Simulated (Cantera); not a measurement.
A closed system holds: 1 mol SiHCl3, 0.15 mol C3H8, 2 mol H2, 0.059 mol CH4, at 2373.15 K and 0.300 bar.

Cantera equilibrium calculation (NASA polynomials, part measured and part estimated; ideal gas, pure solids and liquids). Candidate condensed phases: C, C6H6, C7H8, C8H18, Si, SiC; 109 gas species. The tables' values for SiCl3, SiCl are old estimates; treat these amounts as uncertain. Gases not in the tables: Si2H6 and higher silanes. Rates play no part.

Base state: H2 0.460, HCl 0.401, SiCl2 0.102, H 0.0173, Cl 0.0108, C2H2 (acetylene) 0.00274, SiCl3 0.00254, SiCl 0.00218 (mole fractions); condensed: SiC(s).

**Question.** What changes in the equilibrium state with this change: pressure from 0.300 bar to 10.0 mbar?

**Answer.** 
```json
[
 {"species": "H2", "before": "0.460", "after": "0.390"},
 {"species": "HCl", "before": "0.401", "after": "0.334"},
 {"species": "H", "before": "0.0173", "after": "0.0873"},
 {"species": "Si", "before": "0.00104", "after": "0.0305"},
 {"species": "Cl", "before": "0.0108", "after": "0.0534"},
 {"species": "SiCl", "before": "0.00218", "after": "0.0106"},
 {"species": "SiCl2", "before": "0.102", "after": "0.0819"},
 {"species": "SiCl4", "before": "4.49e-5", "after": "9.80e-7"},
 {"species": "SiHCl3", "before": "3.74e-5", "after": "8.33e-7"},
 {"species": "CH4", "before": "1.16e-5", "after": "2.84e-7"},
 {"species": "SiC2", "before": "0.000176", "after": "0.00538"},
 {"species": "Si2C", "before": "0.000105", "after": "0.00309"},
 {"species": "SiC(s), mol", "before": "0.480", "after": "0.275"},
 {"species": "C(graphite), mol", "before": "0", "after": "0.133"}
]
```
The tables' values for SiCl, SiCl3 are old estimates; treat these amounts as uncertain.
